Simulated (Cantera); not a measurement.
Cantera run:

```python
import numpy as np
import cantera as ct

gas_names = """
    CL CL2 H HCL H2 Si SiCL SiCL2 SiCL3 SiCL4 SiH SiHCL3 SiH2 SiH2CL2 SiH3 SiH3CL SiH4 Si2 Si3
""".split()
cond_names = """
    Si(cr) Si(L)
""".split()


def load(file, names, dense=False):
    # The tables refer to 1 bar. Condensed volumes are neglected.
    table = {s.name: s for s in ct.Species.list_from_file(file)}
    out = []
    for n in names:
        d = dict(table[n].input_data)
        d["thermo"] = dict(d["thermo"], **{"reference-pressure": 1e5})
        if dense:
            d["equation-of-state"] = {"model": "constant-volume", "density": "1e6 g/cm^3"}
        out.append(ct.Species.from_dict(d))
    return out


gas = ct.Solution(thermo="ideal-gas", species=load("nasa_gas.yaml", gas_names))
cond = {s.name: ct.Solution(thermo="fixed-stoichiometry", species=[s], name=s.name)
        for s in load("nasa_condensed.yaml", cond_names, dense=True)}
atoms = {
    'Si': {'Si': 1},
    'Cl2': {'CL': 2},
    'H2': {'H': 2},
}
top_T = {}  # K; cautious upper limits of use, not melting points


def equilibrate(T, P, feed):
    n = {}
    for name, mol in feed.items():
        for a, k in atoms[name].items():
            n[a] = n.get(a, 0.0) + k * mol
    gas.TPX = T, P, n
    mass = sum(n.values()) * gas.mean_molecular_weight
    gas.equilibrate("TP")
    valid = [c for c in cond.values() if c.min_temp <= T <= top_T.get(c.name, c.max_temp)]
    mix = ct.Mixture([(gas, mass / gas.mean_molecular_weight)] + [(c, 0.0) for c in valid])
    mix.T, mix.P = T, P
    mix.equilibrate("TP", solver="vcs", rtol=1e-11, max_steps=5000)
    return mix


results = []
feed = {'Si': 1, 'Cl2': 0.5, 'H2': 15}  # mol
P = 70000  # Pa
for T in [573, 673, 773, 873, 973, 1073, 1173, 1273, 1373, 1473, 1573, 1673]:
    mix = equilibrate(T, P, feed)
    results.append((T, P, feed, dict(zip(mix.species_names, mix.species_moles))))

top = {s: max(r[3][s] / sum(r[3][g] for g in gas_names) for r in results) for s in gas_names}
cols = sorted((s for s in top if top[s] > 1e-05), key=lambda s: -top[s])[:7]
seen = [c for c in cond_names if any(r[3].get(c, 0) > 1e-12 for r in results)]
print("log10 of partial pressures in bar; condensed amounts in mol")
print(f"{'T/K':>10s}" + "".join(f"{s[:9]:>10s}" for s in cols + seen))
for T, P, feed, n in results:
    ng = sum(n[g] for g in gas_names)
    print(f"{T:10.4g}" + "".join(f"{np.log10(max(n[s] / ng * P / 1e5, 1e-99)):10.3f}" for s in cols)
          + "".join(f"{n.get(c, 0):10.4g}" for c in seen))
```

Output:

```
log10 of partial pressures in bar; condensed amounts in mol
       T/K        H2       HCL    SiHCL3     SiCL4     SiCL2     SiCL3   SiH2CL2    Si(cr)
       573    -0.163    -5.087    -2.149    -2.222   -10.435    -8.006    -3.414    0.7073
       673    -0.163    -4.109    -2.165    -2.213    -8.252    -6.567    -3.328    0.7081
       773    -0.164    -3.389    -2.183    -2.207    -6.642    -5.505    -3.273    0.7106
       873    -0.164    -2.840    -2.205    -2.211    -5.412    -4.696    -3.239    0.7173
       973    -0.165    -2.411    -2.240    -2.235    -4.451    -4.072    -3.225    0.7322
      1073    -0.167    -2.075    -2.302    -2.298    -3.694    -3.598    -3.238    0.7585
      1173    -0.170    -1.819    -2.415    -2.432    -3.111    -3.268    -3.292    0.7946
      1273    -0.174    -1.641    -2.619    -2.688    -2.695    -3.100    -3.410    0.8313
      1373    -0.177    -1.540    -2.947    -3.111    -2.444    -3.110    -3.613    0.8559
      1473    -0.179    -1.500    -3.369    -3.663    -2.323    -3.260    -3.880    0.8653
      1573    -0.180    -1.488    -3.808    -4.240    -2.267    -3.463    -4.160    0.8662
      1673    -0.180    -1.487    -4.221    -4.782    -2.237    -3.669    -4.423     0.864
```

Equilibrium computed with Cantera from the NASA thermochemical tables; the gas is ideal and each condensed phase is pure. The tables' values for SiCl3 are old estimates; treat these amounts as uncertain. Gases not in the tables: Si2H6 and higher silanes.
